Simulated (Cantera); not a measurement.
A closed system holds: 1 mol SiCl4, 4.6 mol N2, equilibrated at 9300 Pa.

Method: chemical equilibrium by Gibbs-energy minimisation in Cantera with the NASA 1993 tables (ideal gas, pure condensed phases). Candidate condensed phases: Si, Si3N4; 13 gas species. The tables' values for SiCl3 are old estimates; treat these amounts as uncertain. Kinetics and transport are ignored.

log p: log10 of the partial pressure in bar; nothing condenses.

```tsv
T (K)	log p N2	log p SiCl4	log p Cl	log p SiCl3	log p SiCl2	log p Cl2
748	-1.12	-1.78	-10.96	-10.33	<-13	-10.75
898	-1.12	-1.78	-8.52	-8.18	(withheld)	-8.75
1048	-1.12	-1.78	-6.80	-6.62	(withheld)	-7.38
1198	-1.12	-1.78	-5.54	-5.43	(withheld)	-6.41
1348	-1.12	-1.78	-4.56	-4.51	(withheld)	-5.67
1498	-1.12	-1.79	-3.78	-3.77	(withheld)	-5.08
1648	-1.12	-1.80	-3.14	-3.18	(withheld)	-4.60
1798	-1.13	-1.86	-2.60	-2.74	(withheld)	-4.20
```

Task: Some entries are withheld; supply them.

Result: 
- 898, log p SiCl2: -12.90
- 1048, log p SiCl2: -10.20
- 1198, log p SiCl2: -8.14
- 1348, log p SiCl2: -6.53
- 1498, log p SiCl2: -5.25
- 1648, log p SiCl2: -4.22
- 1798, log p SiCl2: -3.41
